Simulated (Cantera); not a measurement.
A perfectly stirred reactor is fed with H2 : O2 : N2 = 1 : 0.658 : 7.89 (molar parts), equivalence ratio 0.76, at 1.00 atm; it is adiabatic with a 375 K inlet, and is followed from long to short residence time, starting on the burning branch (τ in s: 0.26, 0.099, 0.038, 0.015, 0.0057, 0.0022, 0.00084, 0.00033, 0.00013, 4.8e-05, 1.9e-05, 7.2e-06).

Cantera simulation using the H2/O2 subset of GRI-Mech 3.0, which has no nitrogen chemistry; the numbers are that mechanism's predictions, not measurements.

Task: Predict: blow-out, bracketed by the residence times tried; x(H2) at τ = 0.260 s; x(O2) at τ = 0.260 s; x(H2O2) at τ = 0.260 s; x(O) at τ = 0.260 s; x(H) at τ = 0.260 s; x(H2) at τ = 0.840 ms; x(O2) at τ = 0.840 ms.

Result: 
| Item | Value |
|---|---|
| blow-out, bracketed by the residence times tried | burning at 2.20 ms, out at 0.840 ms |
| x(H2) at τ = 0.260 s | 0.000277 |
| x(O2) at τ = 0.260 s | 0.0176 |
| x(H2O2) at τ = 0.260 s | 5.51e-7 |
| x(O) at τ = 0.260 s | 1.94e-5 |
| x(H) at τ = 0.260 s | 1.25e-5 |
| x(H2) at τ = 0.840 ms | 0.105 |
| x(O2) at τ = 0.840 ms | 0.0689 |
